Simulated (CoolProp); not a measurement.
n-pentane along the isotherm 259.45 °C: Z from the reference equation and from simpler models built on Tc = 196.5 °C, pc = 3.368 MPa, ω = 0.251; each cubic takes its own stable root.

Model: reference Helmholtz-energy equation of state, Thol 2019, in CoolProp.

| p (MPa) | phase | reference |
|---|---|---|
| 0.935 | gas | 0.9364 |
| 1.87 | gas | 0.8685 |
| 2.81 | gas | 0.7948 |
| 3.74 | supercritical | 0.7154 |
| 4.68 | supercritical | 0.6283 |
| 5.61 | supercritical | 0.5423 |
| 6.55 | supercritical | 0.4806 |
| 7.48 | supercritical | 0.4586 |
| 8.42 | supercritical | 0.4613 |

Question: How far does each simpler model (van der Waals, Redlich-Kwong, Soave-Redlich-Kwong, Peng-Robinson) lie from the reference over these 9 states: mean and median of the absolute difference, and the worst?

Answer: 
- van der Waals: mean 5.8 %, median 4.1 %, worst +15.4 % at 259.45 °C and 8.42 MPa
- Redlich-Kwong: mean 2.9 %, median 3.0 %, worst +6.6 % at 259.45 °C and 8.42 MPa
- Soave-Redlich-Kwong: mean 6.6 %, median 3.6 %, worst +16.0 % at 259.45 °C and 8.42 MPa
- Peng-Robinson: mean 3.6 %, median 2.3 %, worst +7.8 % at 259.45 °C and 7.48 MPa
